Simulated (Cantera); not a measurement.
Cantera run:

```python
import numpy as np
import cantera as ct

gas_names = [...]  # 139 gases of nasa_gas.yaml made of C, H, N, O, Pb
cond_names = """
    C(gr) C6H6(L) C7H8(L) C8H18(L),n-octa H2O(s) H2O(L) Pb(cr) Pb(L) PbO(rd) PbO(yw) PbO(L) PbO2(s)
    Pb3O4(s)
""".split()


# ... load() reads the species with a 1 bar reference pressure and builds the phases ...
atoms = {
    'Pb': {'Pb': 1},
    'CO': {'C': 1, 'O': 1},
    'N2': {'N': 2},
    'H2O': {'H': 2, 'O': 1},
}
top_T = {'C(gr)': 4500, 'Pb3O4(s)': 820}  # K; cautious upper limits of use, not melting points


# ... equilibrate(T, P, feed) seeds the gas with the atoms and calls Mixture.equilibrate('TP', solver="vcs", rtol=1e-11, max_steps=5000) ...
results = []
feed = {'Pb': 1, 'CO': 1.4, 'N2': 91, 'H2O': 0.091}  # mol
P = 1333.22  # Pa
for T in [798, 873, 948, 1023, 1098, 1173, 1248, 1323, 1398, 1473, 1548]:
    mix = equilibrate(T, P, feed)
    results.append((T, P, feed, dict(zip(mix.species_names, mix.species_moles))))

top = {s: max(r[3][s] / sum(r[3][g] for g in gas_names) for r in results) for s in gas_names}
cols = sorted((s for s in top if top[s] > 1e-06), key=lambda s: -top[s])[:8]
seen = [c for c in cond_names if any(r[3].get(c, 0) > 1e-12 for r in results)]
print("log10 of partial pressures in bar; condensed amounts in mol")
print(f"{'T/K':>10s}" + "".join(f"{s[:9]:>10s}" for s in cols + seen))
for T, P, feed, n in results:
    ng = sum(n[g] for g in gas_names)
    print(f"{T:10.4g}" + "".join(f"{np.log10(max(n[s] / ng * P / 1e5, 1e-99)):10.3f}" for s in cols)
          + "".join(f"{n.get(c, 0):10.4g}" for c in seen))
```

Result:

```
log10 of partial pressures in bar; condensed amounts in mol
       T/K        N2        CO        Pb       CO2        H2       H2O         H     Pb(L)
       798    -1.882    -3.724    -7.242    -4.889    -4.889    -6.686   -14.019    0.9996
       873    -1.882    -3.724    -6.197    -4.893    -4.893    -6.489   -12.776    0.9956
       948    -1.882    -3.723    -5.320    -4.898    -4.898    -6.330   -11.729    0.9668
      1023    -1.883    -3.724    -4.574    -4.904    -4.904    -6.201   -10.835    0.8147
      1098    -1.886    -3.726    -3.933    -4.913    -4.913    -6.098   -10.063    0.1825
      1173    -1.887    -3.727    -3.846    -4.921    -4.921    -6.010    -9.389         0
      1248    -1.887    -3.726    -3.846    -4.927    -4.927    -5.936    -8.794         0
      1323    -1.887    -3.726    -3.846    -4.934    -4.934    -5.874    -8.267         0
      1398    -1.887    -3.725    -3.846    -4.941    -4.941    -5.821    -7.795         0
      1473    -1.887    -3.725    -3.846    -4.947    -4.948    -5.776    -7.372         0
      1548    -1.887    -3.725    -3.846    -4.953    -4.955    -5.738    -6.989         0
```

Method: chemical equilibrium by Gibbs-energy minimisation in Cantera with the NASA 1993 tables (ideal gas, pure condensed phases).
